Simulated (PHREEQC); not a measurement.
Model water analysis in mg/L, 25 °C, pH 6.51, pe 1.9:

| constituent | mg/L |
|---|---|
| Na | 34.6 |
| K | 0.378 |
| Ca | 2.59 |
| Mg | 2.77 |
| Cl | 30.8 |
| S(6) as SO4 | 29.2 |
| Alkalinity as HCO3 | 20.9 |
| Fe(2) | 0.0158 |
| Br | 0.0162 |
| Si as SiO2 | 0.0386 |

Valence states are taken as typed.

Computed with PHREEQC (ion-association model, phreeqc.dat).

Precipitation was switched off in this run.

What specific conductance, charge-balance error does the model give?

specific conductance 213 µS/cm; charge-balance error 1.4 %.

In which forms is Ca present?

Ca+2 96 %, CaSO4 3.3 % of the Ca.

Complexes and solids missing from the database can't appear.
